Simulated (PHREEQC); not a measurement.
Consider water at 20 °C with 51 mmol/kgw FeCl3 and 0.25 mmol/kgw ZnCl2. Closed to the air; pH follows from the charge balance.

Model: ion-association model, phreeqc.dat, run in PHREEQC.

Precipitation was switched off in this run.

**Question.** What pH, ionic strength does the model give?

**Answer.** pH 1.98; ionic strength 0.230 mol/kgw.

**Question.** In which forms is Zn present?

**Answer.** Zn+2 92 %, ZnCl+ 7.3 % of the Zn.

Saturation is exceeded, for instance for Hematite (slow to form), Goethite (slow to form); the values hold only as long as no solid forms. Complexes and solids missing from the database can't appear.
